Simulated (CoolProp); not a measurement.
Saturation properties of oxygen.

Computed with CoolProp (reference Helmholtz-energy equation of state, Schmidt 1985).

```csv
T (K),p (MPa),liquid density (kg/m³),vapour density (kg/m³),liquid viscosity (µPa s),liquid conductivity (mW/(m K))
80.5,0.03222,1188,1.562,257,…
86.6,0.06847,1159,3.118,215,156
92.6,0.1295,1129,5.596,183,147
98.6,0.2254,1098,9.333,158,139
104.6,0.3672,1066,14.70,137,130
110.7,0.5701,1031,22.28,120,121
116.7,0.8398,995.0,32.38,105,112
122.7,1.192,955.8,45.84,91.7,…
128.8,1.647,911.8,64.10,…,94.4
134.8,2.204,862.7,88.31,69.0,85.7
140.8,2.887,804.8,122.0,58.9,77.1
146.8,3.712,730.0,172.9,48.8,68.5
```

Task: Some entries are withheld; supply them.

Result: 
- 80.5, liquid conductivity (mW/(m K)): 165
- 122.7, liquid conductivity (mW/(m K)): 103
- 128.8, liquid viscosity (µPa s): 79.8

It boils at 90.2 K under 1 atm.

Viscosity comes from a separate model (Lemmon 2004). Thermal conductivity comes from a separate model (Lemmon 2004).
